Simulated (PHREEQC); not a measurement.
Model water analysis in mg/kgw, 20 °C, pH 6.93, pe 11.7: Na 0.027; K 0.000113; Ca 0.00473; Mg 0.00108; Cl 0.00538; S(6) as SO4 0.0244; Alkalinity as HCO3 0.0489; O(0) (dissolved oxygen) 0.000671; Sr 1.97e-05; Ba 0.000144; Br 3.39e-05; Cd 0.000355.

Valence states are taken as typed.

Equilibrium calculation in PHREEQC: ion-association model, wateq4f.dat.

The ionic strength is 2.03e-6 mol/kgw and the charge-balance error comes out as 1.5 %.

```tsv
species	molality	activity	log γ
Na+	1.17e-6	1.17e-6	-0.001
HCO3-	8.61e-7	8.59e-7	-0.001
SO4-2	2.54e-7	2.52e-7	-0.003
CO2	2.43e-7	2.43e-7	0.000
Cl-	1.52e-7	1.52e-7	-0.001
Ca+2	1.18e-7	1.17e-7	-0.003
H+	1.18e-7	1.17e-7	-0.001
OH-	5.79e-8	5.78e-8	-0.001
Mg+2	4.44e-8	4.41e-8	-0.003
O2	2.10e-8	2.10e-8	0.000
Cd+2	3.16e-9	3.14e-9	-0.003
```

This is a speciation only: nothing precipitates in the calculation.
